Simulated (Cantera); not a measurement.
A Cantera script and its output.

```python
import numpy as np
import cantera as ct

gas = ct.Solution("gri30.yaml")
gas.TPX = 1975, 2300000, {'CH4': 1, 'H2O': 4.1, 'H2': 1.4}
inlet = ct.Reservoir(gas, clone=True)

reactor = ct.IdealGasConstPressureReactor(gas, energy="off", clone=False)
exhaust = ct.Reservoir(gas, clone=True)
tau = [5.2, 1.1, 0.25, 0.053, 0.011, 0.0025, 0.00054][0]
for a, b in ((inlet, reactor), (reactor, exhaust)):
    ct.MassFlowController(a, b, mdot=lambda t: reactor.mass / tau)
net = ct.ReactorNet([reactor])
show = ['CH4', 'H2O', 'H2', 'CO2', 'HCO', 'O']

rows = []
print(f"{'tau/s':>10s}{'T/K':>9s}" + "".join(f"{s:>11s}" for s in show))
for tau in [5.2, 1.1, 0.25, 0.053, 0.011, 0.0025, 0.00054]:
    net.initial_time = 0.0
    net.advance(30 * tau)
    before = gas.X
    net.advance(40 * tau)
    drift = np.max(np.abs(gas.X - before) / (gas.X + 1e-9))
    rows.append([gas.T, *gas[show].X, drift])
    print(f"{tau:10.3e}{gas.T:9.1f}" + "".join(f"{x:11.3e}" for x in gas[show].X))
```

It prints:

```
     tau/s      T/K        CH4        H2O         H2        CO2        HCO          O
 5.200e+00   1975.0  1.291e-04  3.499e-01  5.323e-01  1.502e-02  1.861e-07  3.783e-09
 1.100e+00   1975.0  5.899e-04  3.507e-01  5.313e-01  1.502e-02  1.848e-07  3.777e-09
 2.500e-01   1975.0  2.316e-03  3.539e-01  5.277e-01  1.503e-02  1.816e-07  3.817e-09
 5.300e-02   1975.0  7.746e-03  3.664e-01  5.148e-01  1.496e-02  1.700e-07  3.984e-09
 1.100e-02   1975.0  1.899e-02  4.025e-01  4.803e-01  1.412e-02  1.373e-07  4.333e-09
 2.500e-03   1975.0  3.440e-02  4.648e-01  4.232e-01  1.086e-02  8.863e-08  4.827e-09
 5.400e-04   1975.0  5.723e-02  5.356e-01  3.539e-01  4.924e-03  5.343e-08  5.651e-09
```

Model: GRI-Mech 3.0 (53 species, 325 reactions), integrated in Cantera. The pressure lies above the range GRI-Mech 3.0 was tuned for (to about 10 atm).
